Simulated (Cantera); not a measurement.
An isothermal, constant-pressure homogeneous reactor starts with N2O : O2 = 1 : 0.43 (molar parts), at 1500 K and 100.0 Torr. Integrator tolerance rtol = 1e-08.

Cantera simulation using GRI-Mech 3.0 (53 species, 325 reactions); the numbers are that mechanism's predictions, not measurements. GRI-Mech 3.0 was tuned for natural gas; its chemistry of N2O as a main component is partial and can be far from experiment. The temperature is held fixed by assumption; the heat of reaction is taken as removed at once.

Task: What does this change do: temperature 1500 to 1050 K?

Result: 
| quantity | before | after |
|---|---|---|
| x(N2O) at 100 s | 4.03e-6 (gas-phase equilibrium 2.74e-8) | 0.469 (gas-phase equilibrium 1.51e-9) |
| x(O2) at 100 s | 0.423 (gas-phase equilibrium 0.481) | 0.356 (gas-phase equilibrium 0.482) |
| x(N2) at 100 s | 0.460 (gas-phase equilibrium 0.517) | 0.166 (gas-phase equilibrium 0.518) |
| x(NO2) at 100 s | 0.000323 (gas-phase equilibrium 4.45e-6) | 1.95e-5 (gas-phase equilibrium 1.39e-6) |
| x(NO) at 100 s | 0.117 (gas-phase equilibrium 0.00151) | 0.00895 (gas-phase equilibrium 6.52e-5) |
| x(O) at 100 s | 7.29e-6 (gas-phase equilibrium 7.75e-6) | 1.19e-7 (gas-phase equilibrium 1.28e-9) |
The mechanism lacks the step 2 NO + O2 → 2 NO2, which can matter for NO2 below about 1400 K.
